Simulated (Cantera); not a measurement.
## BaF₂ + HF + H₂ (halide evaporation, hydrolysis and transport)

A closed system holds: 1 mol BaF₂, 5 mol HF, 89 mol H₂, at 1475 K and 0.133 bar.

Method: chemical equilibrium by Gibbs-energy minimisation in Cantera with the NASA 1993 tables (ideal gas, pure condensed phases). Candidate condensed phases: Ba, BaF₂; 14 gas species. Equilibrium is a limit: real reactors are often held back by kinetics, nucleation or transport.

The x(H₂) comes out as 0.947 and the x(HF) is 0.0532. The x(BaF₂) is 0.000144 and the x(H) is 3.46e-5. The n(BaF₂(s)) comes out as 0.986 mol and the gas amount comes out as 94.02 mol. The log10 activity of Ba(l) (absent) is -11.25.
